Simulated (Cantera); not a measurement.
Input: 1 mol C₂H₆, 0.46 mol NH₃, equilibrated at 1498 K and 0.100 bar.

These are equilibrium values from Cantera (NASA tables, ideal gas, pure condensed phases), not measurements of a reactor. Candidate condensed phases: C, C₆H₆, C₇H₈, C₈H₁₈; 92 gas species. The numbers say what is thermodynamically allowed, not how fast it happens.

Base state: H₂ 0.941, N₂ 0.0586, HCN 0.000245, CH₄ 0.000230, H 5.27e-5 (mole fractions); condensed: C(graphite).

**Question.** What changes in the equilibrium state with this change: temperature from 1498 K to 800 K?

**Answer.** 
```
species             before    after
----------------  --------  -------
H₂                   0.941    0.841
CH₄               0.000230   0.0950
N₂                  0.0586   0.0642
H                  5.27e-5    <1e-9
HCN               0.000245  2.18e-8
NH₃                1.38e-6  5.84e-5
C(graphite), mol      2.00     1.66
```

**Question.** What changes in the equilibrium state with this change: NH₃ from 0.46 to 1.8 mol?

**Answer.** 
```tsv
species	before	after
H₂	0.941	0.863
N₂	0.0586	0.136
HCN	0.000245	0.000357
CH₄	0.000230	0.000193
H	5.27e-5	5.05e-5
C(graphite), mol	2.00	2.00
```
